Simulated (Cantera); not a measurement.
An adiabatic, constant-volume homogeneous reactor starts with CO : H₂ : O₂ : N₂ : H₂O = 1 : 0.65 : 0.99 : 7.75 : 1.3 (molar parts), equivalence ratio 0.83, at 1798 K and 500000 Pa.

Cantera simulation using GRI-Mech 3.0 (53 species, 325 reactions); the numbers are that mechanism's predictions, not measurements. The hydrogen kinetics of GRI-Mech 3.0 are dated; newer H2 mechanisms differ, most at raised pressure.

Problem. Predict: time of steepest temperature rise; temperature at 0.100 s; equilibrium temperature; x(CO) at 0.100 s; x(H₂) at 0.100 s; x(O₂) at 0.100 s; x(HO₂) at 0.100 s; x(NO₂) at 0.100 s; x(H) at 0.100 s; x(H₂O) at 0.100 s.

Solution. 
* **time of steepest temperature rise**: 3.38 µs
* **temperature at 0.100 s**: 2687 K
* **equilibrium temperature**: 2687 K
* **x(CO) at 0.100 s**: 0.0182 (gas-phase equilibrium 0.0182)
* **x(H₂) at 0.100 s**: 0.00616 (gas-phase equilibrium 0.00616)
* **x(O₂) at 0.100 s**: 0.0194 (gas-phase equilibrium 0.0194)
* **x(HO₂) at 0.100 s**: 7.86e-6 (gas-phase equilibrium 7.86e-6)
* **x(NO₂) at 0.100 s**: 5.36e-6 (gas-phase equilibrium 5.36e-6)
* **x(H) at 0.100 s**: 0.00161 (gas-phase equilibrium 0.00161)
* **x(H₂O) at 0.100 s**: 0.164 (gas-phase equilibrium 0.164)
